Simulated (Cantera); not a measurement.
An isothermal, constant-pressure homogeneous reactor starts with CH2O : O2 : N2 = 0.0077 : 0.0095 : 1 (molar parts), equivalence ratio 0.81, at 1125 K and 790000 Pa.

Computed with Cantera and GRI-Mech 3.0 (53 species, 325 reactions).

x: mole fraction; the columns are a selection and need not sum to one.

```
t (s)       x CH2O     x O2  x C2H4     x CH4     x H2O     x N2O
--------  --------  -------  ------  --------  --------  --------
0.000400   0.00696  0.00904  <1e-12  2.22e-10  0.000203  2.07e-10
0.00107        [?]      [?]  <1e-12       [?]       [?]       [?]
0.00286    1.24e-7  0.00608  <1e-12   3.70e-9   0.00572   2.66e-8
0.00765   3.04e-10  0.00544  <1e-12   1.82e-9   0.00646   6.73e-8
0.0205    1.05e-10  0.00463  <1e-12  4.47e-10   0.00715   1.51e-7
0.0547    2.71e-11  0.00383  <1e-12  3.83e-11   0.00746   3.04e-7
0.146     8.27e-12  0.00299  <1e-12    <1e-12   0.00753   5.48e-7
0.391     1.14e-12  0.00220  <1e-12    <1e-12   0.00755   7.97e-7
1.05        <1e-12  0.00185  <1e-12    <1e-12   0.00757   8.07e-7
2.80        <1e-12  0.00178  <1e-12    <1e-12   0.00757   4.80e-7
7.48        <1e-12  0.00177  <1e-12    <1e-12   0.00757   9.43e-8
20.0        <1e-12  0.00177  <1e-12    <1e-12   0.00757       [?]
```

Q: What belongs in the gaps?

A: 
- 0.00107, x CH2O: 0.000317
- 0.00107, x O2: 0.00674
- 0.00107, x CH4: 5.11e-9
- 0.00107, x H2O: 0.00452
- 0.00107, x N2O: 3.01e-9
- 20.0, x N2O: 4.22e-9
